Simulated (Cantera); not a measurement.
Adiabatic ignition

An adiabatic, constant-pressure homogeneous reactor starts with 17.9 % CO, 2.33 % H2, 7.25 % O2, 72.5 % N2, at 1125 K and 25.7 atm.

Detailed kinetics in Cantera: GRI-Mech 3.0 (53 species, 325 reactions). The hydrogen kinetics of GRI-Mech 3.0 are dated; newer H2 mechanisms differ, most at raised pressure. The pressure lies above the range GRI-Mech 3.0 was tuned for (to about 10 atm).

| t (s) | T (K) | x CO | x H2 | x O2 | x NO | x CO2 |
|---|---|---|---|---|---|---|
| 2.00e-6 | 1125 | 0.179 | 0.0233 | 0.0725 | <1e-12 | 1.97e-8 |
| 6.30e-6 | 1125 | 0.179 | 0.0233 | 0.0725 | <1e-12 | 1.16e-7 |
| 1.98e-5 | 1125 | 0.179 | 0.0233 | 0.0725 | <1e-12 | 1.03e-6 |
| 6.25e-5 | 1125 | 0.179 | 0.0233 | 0.0725 | <1e-12 | 1.77e-5 |
| 0.000197 | 1136 | 0.179 | 0.0229 | 0.0718 | 1.65e-12 | 0.000965 |
| 0.000620 | 2243 | 0.0605 | 0.00194 | 1.99e-5 | 7.04e-5 | 0.133 |
| 0.00195 | 2243 | 0.0605 | 0.00194 | 1.22e-5 | 7.31e-5 | 0.133 |
| 0.00615 | 2243 | 0.0605 | 0.00194 | 1.22e-5 | 8.02e-5 | 0.133 |
| 0.0194 | 2243 | 0.0605 | 0.00194 | 1.22e-5 | 9.44e-5 | 0.133 |
| 0.0610 | 2243 | 0.0605 | 0.00194 | 1.21e-5 | 0.000105 | 0.133 |
| 0.192 | 2243 | 0.0605 | 0.00194 | 1.21e-5 | 0.000106 | 0.133 |
| 0.605 | 2243 | 0.0605 | 0.00194 | 1.21e-5 | 0.000106 | 0.133 |
| 1.91 | 2243 | 0.0605 | 0.00194 | 1.21e-5 | 0.000106 | 0.133 |
| 6.00 | 2243 | 0.0605 | 0.00194 | 1.21e-5 | 0.000106 | 0.133 |
x: mole fraction; the columns are a selection and need not sum to one.

```json
{
 "time_of_steepest_temperature_rise": "0.398 ms",
 "temperature at 6.00 s": "2243 K",
 "equilibrium_temperature": "2243 K",
 "x(CO) at 6.00 s": "0.0605 (gas-phase equilibrium 0.0605)",
 "x(H2) at 6.00 s": "0.00194 (gas-phase equilibrium 0.00194)",
 "x(O2) at 6.00 s": "1.21e-5 (gas-phase equilibrium 1.21e-5)"
}
```
